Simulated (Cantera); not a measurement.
## Adiabatic ignition

An adiabatic, constant-volume homogeneous reactor starts with C3H8 : O2 : N2 : H2O = 1 : 3.12 : 19 : 2.3 (molar parts), at 1800 K and 0.740 bar.

Computed with Cantera and GRI-Mech 3.0 (53 species, 325 reactions). GRI-Mech 3.0 was tuned for natural gas; its chemistry of propane as a main component is partial and can be far from experiment.

| t (s) | T (K) | P (bar) | x C3H8 | x O2 | x H2O | x OH | x CH2 | x CO |
|---|---|---|---|---|---|---|---|---|
| 1.00e-6 | 1775 | 0.733 | 0.0363 | 0.122 | 0.0902 | 8.87e-5 | 2.41e-6 | 7.47e-6 |
| 5.76e-6 | 1727 | 0.727 | 0.0212 | 0.116 | 0.0916 | 0.000292 | 3.00e-5 | 0.00129 |
| 3.32e-5 | 2650 | 1.24 | <1e-12 | 0.00342 | 0.142 | 0.0133 | 4.81e-11 | 0.0779 |
| 0.000191 | 2737 | 1.28 | <1e-12 | 0.00219 | 0.146 | 0.0115 | <1e-12 | 0.0761 |
| 0.00110 | 2761 | 1.29 | <1e-12 | 0.00173 | 0.147 | 0.0104 | <1e-12 | 0.0763 |
| 0.00635 | 2756 | 1.28 | <1e-12 | 0.00163 | 0.147 | 0.0101 | <1e-12 | 0.0765 |
| 0.0366 | 2756 | 1.28 | <1e-12 | 0.00163 | 0.147 | 0.0101 | <1e-12 | 0.0765 |
| 0.211 | 2756 | 1.28 | <1e-12 | 0.00163 | 0.147 | 0.0101 | <1e-12 | 0.0765 |
| 1.21 | 2756 | 1.28 | <1e-12 | 0.00163 | 0.147 | 0.0101 | <1e-12 | 0.0765 |
| 7.00 | 2756 | 1.28 | <1e-12 | 0.00163 | 0.147 | 0.0101 | <1e-12 | 0.0765 |
x: mole fraction; the columns are a selection and need not sum to one.

time of steepest temperature rise: 22.0 µs
temperature at 7.00 s: 2756 K
equilibrium temperature: 2756 K
x(C3H8) at 7.00 s: <1e-12 (gas-phase equilibrium <1e-12)
x(O2) at 7.00 s: 0.00163 (gas-phase equilibrium 0.00163)
x(H2O) at 7.00 s: 0.147 (gas-phase equilibrium 0.147)
